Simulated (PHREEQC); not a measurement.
1 kg of water holding 0.59 mol K2CO3 and 0.17 mol K2SO4 is evaporated at 25 °C; the solids stay in contact with the brine. The system is closed to CO2. The run lets Arcanite, Kalicinite, Misenite precipitate or redissolve, and no other solid.

The series has 12 steps of water left (kg), from 1 to 0.1157.

The numbers come from PHREEQC with the Pitzer model, pitzer.dat.

Problem. Which solids form, in which order, and at which step of the series does each first stand?

Solution. Arcanite from water left = 0.5552 kg (pH 11.92).

Species that the database lacks are ignored.
